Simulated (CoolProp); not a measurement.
A simple Rankine cycle with R1233zd(E): condensing at 298.15 K, boiler at 1.73 MPa, turbine inlet 437.9 K, turbine efficiency 0.65, pump efficiency 0.6, no recuperator. Each further row changes one setting.

Values from CoolProp's reference Helmholtz-energy equation of state, Akasaka 2022.

```json
[
 {"case": "as stated", "thermal efficiency (%)": "12.3", "net work (kJ/kg)": "36.2", "heat in (kJ/kg)": "295", "turbine exit temperature (K)": "377.4", "volume ratio over the turbine": "14.0"},
 {"case": "condensing temperature 290.15 K", "thermal efficiency (%)": "13.3", "net work (kJ/kg)": "40.4", "heat in (kJ/kg)": "305", "turbine exit temperature (K)": "372.2", "volume ratio over the turbine": "18.6"},
 {"case": "boiler pressure 1.21 MPa", "thermal efficiency (%)": "11.0", "net work (kJ/kg)": "33.2", "heat in (kJ/kg)": "303", "turbine exit temperature (K)": "388.9", "volume ratio over the turbine": "9.31"},
 {"case": "turbine efficiency 0.55", "thermal efficiency (%)": "10.3", "net work (kJ/kg)": "30.3", "heat in (kJ/kg)": "295", "turbine exit temperature (K)": "383.8", "volume ratio over the turbine": "14.2"}
]
```
